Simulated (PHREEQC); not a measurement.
# Metal-bearing waste water

Dissolve 0.0068 mol/kgw CuSO4, 8.7e-05 mol/kgw CaCl2, 0.16 mol/kgw HCl and 0.0018 mol/kgw Na2SO4 at 75 °C. Closed to the air; pH follows from the charge balance.

Model: ion-association model, phreeqc.dat, run in PHREEQC.

Each row changes one thing in this solution. This is a speciation only: nothing precipitates in the calculation.

```tsv
case	pH	ionic strength (mol/kgw)	HSO4- (mol/kgw)	SO4-2 (mol/kgw)	Ca+2 (mol/kgw)	CaHSO4+ (mol/kgw)	SI of Gypsum (CaSO4:2H2O)
as made	0.92	0.169	0.00805	0.000510	8.37e-5	2.44e-6	-3.73
Na2SO4 left out	0.92	0.167	0.00637	0.000398	8.44e-5	1.96e-6	-3.83
CuSO4 left out	0.90	0.162	0.00170	?	8.63e-5	5.38e-7	-4.41
CaCl2 from 8.7e-05 to 0.00087 mol/kgw	0.92	0.172	?	0.000511	?	2.42e-5	-2.74
CaCl2 from 8.7e-05 to 4.35e-05 mol/kgw	0.92	0.169	0.00805	0.000510	4.19e-5	1.22e-6	-4.03
```

### Question
Some entries are withheld; supply them.

### Answer

- CuSO4 left out, SO4-2 (mol/kgw): 0.000102
- CaCl2 from 8.7e-05 to 0.00087 mol/kgw, HSO4- (mol/kgw): 0.00802
- CaCl2 from 8.7e-05 to 0.00087 mol/kgw, Ca+2 (mol/kgw): 0.000837

Constants without temperature data keep their 25 °C values here.
